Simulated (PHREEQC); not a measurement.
0.2 g of hydrous ferric oxide (600 m²/g; 0.2 weak and 0.005 strong sites per Fe, Dzombak-Morel constants, diffuse double layer) in 1 kg of water with 0.01 mol/kgw of an inert sodium salt and 0.00055 mol/kgw ZnSO4 and 1.6e-06 mol/kgw Ag2SO4, at 25 °C; the pH is set by adding NaOH or the inert anion's acid. Oxygen is held at 0.21 atm. The system is closed to CO2. Nothing may precipitate in this run.

Equilibrium calculation in PHREEQC: ion-association model, wateq4f.dat.

```json
[
 {"pH": "3", "S sorbed (%)": "37.1", "Zn sorbed (%)": "0.0", "Ag sorbed (%)": "0.0"},
 {"pH": "3.5", "S sorbed (%)": "37.1", "Zn sorbed (%)": "0.0", "Ag sorbed (%)": "0.0"},
 {"pH": "4.5", "S sorbed (%)": "34.8", "Zn sorbed (%)": "0.3", "Ag sorbed (%)": "0.0"},
 {"pH": "5", "S sorbed (%)": "31.3", "Zn sorbed (%)": "1.3", "Ag sorbed (%)": "0.1"},
 {"pH": "5.5", "S sorbed (%)": "25.7", "Zn sorbed (%)": "2.6", "Ag sorbed (%)": "0.1"},
 {"pH": "6.5", "S sorbed (%)": "15.1", "Zn sorbed (%)": "21.2", "Ag sorbed (%)": "___"},
 {"pH": "7", "S sorbed (%)": "14.2", "Zn sorbed (%)": "35.7", "Ag sorbed (%)": "0.8"},
 {"pH": "7.5", "S sorbed (%)": "12.9", "Zn sorbed (%)": "43.6", "Ag sorbed (%)": "1.4"},
 {"pH": "8.5", "S sorbed (%)": "4.0", "Zn sorbed (%)": "45.5", "Ag sorbed (%)": "3.1"},
 {"pH": "9", "S sorbed (%)": "0.8", "Zn sorbed (%)": "43.4", "Ag sorbed (%)": "6.8"},
 {"pH": "9.5", "S sorbed (%)": "___", "Zn sorbed (%)": "41.9", "Ag sorbed (%)": "17.8"},
 {"pH": "10.5", "S sorbed (%)": "0.0", "Zn sorbed (%)": "___", "Ag sorbed (%)": "68.0"},
 {"pH": "11", "S sorbed (%)": "0.0", "Zn sorbed (%)": "38.6", "Ag sorbed (%)": "87.3"}
]
```

**Question.** Fill in the missing entries.

**Answer.** 
- 6.5, Ag sorbed (%): 0.4
- 9.5, S sorbed (%): 0.1
- 10.5, Zn sorbed (%): 39.9

Along this series the solution becomes supersaturated in solids that the run did not let form, among them Zn(OH)2-e, Zn4(OH)6SO4. The oxide is taken as insoluble; below pH 4 it would dissolve.
